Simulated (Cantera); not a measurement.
Hydrogen reduction and annealing atmospheres: Cu2O + H2

Feed: 1 mol Cu2O, 4.6 mol H2, held at 1.33 mbar.

These are equilibrium values from Cantera (NASA tables, ideal gas, pure condensed phases), not measurements of a reactor. Candidate condensed phases: Cu, CuO, Cu(OH)2, Cu2O, H2O; 12 gas species. Kinetics and transport are ignored.

```
T (K)   x H2      x Cu  x H2O       x H      x OH     x Cu2       x O     x CuO  n Cu(s)  n Cu(l)
-----  -----  --------  -----  --------  --------  --------  --------  --------  -------  -------
850    0.783  9.75e-12  0.217  4.96e-10    <1e-12    <1e-12    <1e-12    <1e-12     2.00        0
1000   0.783   1.17e-8  0.217   5.50e-8  3.38e-11    <1e-12    <1e-12    <1e-12     2.00        0
1150   0.783   2.17e-6  0.217   1.81e-6   3.04e-9  3.36e-11    <1e-12    <1e-12     2.00        0
1300   0.782  0.000118  0.217   2.68e-5   9.72e-8   9.72e-9  3.20e-12    <1e-12     2.00        0
1450   0.780   0.00258  0.217  0.000229   1.52e-6   7.23e-7  3.96e-10  1.50e-10        0     1.99
1600   0.758    0.0298  0.211   0.00130   1.41e-5   2.13e-5   2.01e-8   9.48e-9        0     1.86
1750   0.603     0.224  0.168   0.00494   8.08e-5  0.000344   5.22e-7   2.93e-7        0    0.663
1900   0.533     0.300  0.150    0.0159  0.000367  0.000214   8.19e-6   1.30e-6        0        0
```
x: gas mole fraction; n: condensed amount in mol.

From 850 K to 1300 K the condensed part is Cu(s). From 1450 K to 1750 K the condensed part is Cu(l). At 1900 K nothing is condensed.
